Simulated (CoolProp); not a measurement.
Vapour-liquid equilibrium of nitrogen (1) + carbon monoxide (2) at 1270 kPa; x and y are mole fractions of (1).

Model: multi-fluid Helmholtz-energy mixture model, Span 2000 and Lemmon 2006; pair parameters Gernert 2013, in CoolProp.

```json
[
 {"x": "0.05", "bubble temperature (K)": "?", "y at the bubble point": "0.063", "dew temperature at overall composition x (K)": "112.7", "liquid density (mol/L)": "22.45"},
 {"x": "0.125", "bubble temperature (K)": "112.1", "y at the bubble point": "0.154", "dew temperature at overall composition x (K)": "112.2", "liquid density (mol/L)": "22.49"},
 {"x": "0.2", "bubble temperature (K)": "111.6", "y at the bubble point": "0.242", "dew temperature at overall composition x (K)": "111.8", "liquid density (mol/L)": "22.52"},
 {"x": "0.275", "bubble temperature (K)": "111.1", "y at the bubble point": "0.326", "dew temperature at overall composition x (K)": "111.4", "liquid density (mol/L)": "22.55"},
 {"x": "0.35", "bubble temperature (K)": "110.7", "y at the bubble point": "0.406", "dew temperature at overall composition x (K)": "111.0", "liquid density (mol/L)": "22.58"},
 {"x": "0.425", "bubble temperature (K)": "110.2", "y at the bubble point": "0.483", "dew temperature at overall composition x (K)": "110.6", "liquid density (mol/L)": "22.61"},
 {"x": "0.5", "bubble temperature (K)": "109.8", "y at the bubble point": "0.557", "dew temperature at overall composition x (K)": "110.1", "liquid density (mol/L)": "22.64"},
 {"x": "0.575", "bubble temperature (K)": "?", "y at the bubble point": "0.628", "dew temperature at overall composition x (K)": "?", "liquid density (mol/L)": "22.67"},
 {"x": "0.65", "bubble temperature (K)": "109.0", "y at the bubble point": "0.697", "dew temperature at overall composition x (K)": "109.3", "liquid density (mol/L)": "22.69"},
 {"x": "0.725", "bubble temperature (K)": "108.7", "y at the bubble point": "0.764", "dew temperature at overall composition x (K)": "108.9", "liquid density (mol/L)": "?"},
 {"x": "0.8", "bubble temperature (K)": "108.4", "y at the bubble point": "0.829", "dew temperature at overall composition x (K)": "108.5", "liquid density (mol/L)": "22.75"},
 {"x": "0.875", "bubble temperature (K)": "108.0", "y at the bubble point": "0.893", "dew temperature at overall composition x (K)": "108.1", "liquid density (mol/L)": "?"},
 {"x": "0.95", "bubble temperature (K)": "107.8", "y at the bubble point": "?", "dew temperature at overall composition x (K)": "107.8", "liquid density (mol/L)": "22.81"}
]
```

Q: Complete the blanks.

A: 
- 0.05, bubble temperature (K): 112.6
- 0.575, bubble temperature (K): 109.4
- 0.575, dew temperature at overall composition x (K): 109.7
- 0.725, liquid density (mol/L): 22.72
- 0.875, liquid density (mol/L): 22.78
- 0.95, y at the bubble point: 0.957

No azeotrope shows between x = 0.05 and 0.95.

The pair parameters rest on a limited set of measurements; away from them the model extrapolates.
